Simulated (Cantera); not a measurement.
A Cantera script and what it prints.

```python
import numpy as np
import cantera as ct

gas_names = [...]  # 87 gases of nasa_gas.yaml made of C, H, Si
cond_names = """
    C(gr) C6H6(L) C7H8(L) C8H18(L),n-octa Si(cr) Si(L) SiC(b)
""".split()


# ... load() reads the species with a 1 bar reference pressure and builds the phases ...
atoms = {
    'CH3SiH3': {'C': 1, 'H': 6, 'Si': 1},
    'CH4': {'C': 1, 'H': 4},
    'H2': {'H': 2},
}
top_T = {'C(gr)': 4500, 'SiC(b)': 3050}  # K; cautious upper limits of use, not melting points


# ... equilibrate(T, P, feed) seeds the gas with the atoms and calls Mixture.equilibrate('TP', solver="vcs", rtol=1e-11, max_steps=5000) ...
results = []
feed = {'CH3SiH3': 1, 'CH4': 0.22, 'H2': 120}  # mol
P = 2300  # Pa
for T in [1025, 1225, 1425, 1625, 1825, 2025, 2225, 2425]:
    mix = equilibrate(T, P, feed)
    results.append((T, P, feed, dict(zip(mix.species_names, mix.species_moles))))

top = {s: max(r[3][s] / sum(r[3][g] for g in gas_names) for r in results) for s in gas_names}
cols = sorted((s for s in top if top[s] > 1e-05), key=lambda s: -top[s])[:8]
seen = [c for c in cond_names if any(r[3].get(c, 0) > 1e-12 for r in results)]
print("log10 of partial pressures in bar; condensed amounts in mol")
print(f"{'T/K':>10s}" + "".join(f"{s[:9]:>10s}" for s in cols + seen))
for T, P, feed, n in results:
    ng = sum(n[g] for g in gas_names)
    print(f"{T:10.4g}" + "".join(f"{np.log10(max(n[s] / ng * P / 1e5, 1e-99)):10.3f}" for s in cols)
          + "".join(f"{n.get(c, 0):10.4g}" for c in seen))
```

Result:

```
log10 of partial pressures in bar; condensed amounts in mol
       T/K        H2         H        Si C2H2,acet       CH4      SiC2       SiH      Si2C     C(gr)    SiC(b)
      1025    -1.639    -9.180   -18.497   -10.295    -4.412   -23.874   -17.571   -23.742   0.01238         1
      1225    -1.638    -7.326   -14.170    -8.428    -5.159   -18.188   -13.881   -18.152    0.1827         1
      1425    -1.638    -5.985   -11.064    -7.091    -5.701   -14.116   -11.236   -14.152    0.2084         1
      1625    -1.639    -4.971    -8.730    -6.088    -6.110   -11.060    -9.250   -11.155     0.207         1
      1825    -1.640    -4.176    -6.911    -5.308    -6.429    -8.685    -7.705    -8.828    0.1658    0.9991
      2025    -1.644    -3.538    -5.456    -4.688    -6.689    -6.789    -6.472    -6.973   0.01788    0.9763
      2225    -1.659    -3.018    -4.219    -4.286    -6.969    -5.289    -5.423    -5.414         0    0.5696
      2425    -1.695    -2.595    -3.842    -4.060    -7.288    -4.783    -5.216    -5.469         0         0
```

Cantera equilibrium calculation (NASA polynomials, part measured and part estimated; ideal gas, pure solids and liquids). The feed counts by its element totals alone. Gases not in the tables: Si2H6 and higher silanes.
